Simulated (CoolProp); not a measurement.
Vapour-liquid equilibrium of benzene (1) + n-dodecane (2) at 0.0641 MPa; x and y are mole fractions of (1).

Values from CoolProp's multi-fluid Helmholtz-energy mixture model, Thol 2012 and Lemmon 2004; pair parameters Bell 2016.

```tsv
x	bubble temperature, mixture model (°C)	bubble temperature, Raoult's law (°C)	y, mixture model	y, Raoult's law
0.05	174.5	165.9	0.495	0.620
0.15	137.1	130.7	0.869	0.900
0.25	114.0	111.9	0.954	0.959
0.35	99.6	99.8	0.979	0.980
0.45	90.1	91.2	0.989	0.989
0.55	83.4	84.5	0.993	0.993
0.65	78.3	79.1	0.996	0.996
0.75	74.2	74.6	0.998	0.998
0.85	70.7	70.7	0.999	0.999
0.95	67.4	67.4	1.000	1.000
```

The largest gap from Raoult's law is +8.6 K in bubble temperature, at x = 0.05. No azeotrope shows between x = 0.05 and 0.95.

Pair parameters are fitted to limited data, so mixtures are less certain than the pure fluids. The gap from Raoult's law changes sign with composition, which may be real or a fault of the pair parameters; it wasn't checked against measurements.
